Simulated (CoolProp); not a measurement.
The numbers come from the reference Helmholtz-energy equation of state, Lemmon 2006 in CoolProp. It is a short technical equation, of lower accuracy than the large ones.

Q: Give the vapour pressure (bar), liquid density (kg/m³), vapour density (kg/m³), enthalpy of vaporisation (kJ/kg) of saturated nitrous oxide at 243.6, 258.8, 289 K.

A: 
```json
[
 {"T (K)": "243.6", "p (bar)": "13.4", "liquid density (kg/m³)": "1040", "vapour density (kg/m³)": "34.6", "enthalpy of vaporisation (kJ/kg)": "294"},
 {"T (K)": "258.8", "p (bar)": "21.2", "liquid density (kg/m³)": "974", "vapour density (kg/m³)": "55.5", "enthalpy of vaporisation (kJ/kg)": "265"},
 {"T (K)": "289", "p (bar)": "45.9", "liquid density (kg/m³)": "815", "vapour density (kg/m³)": "138", "enthalpy of vaporisation (kJ/kg)": "186"}
]
```
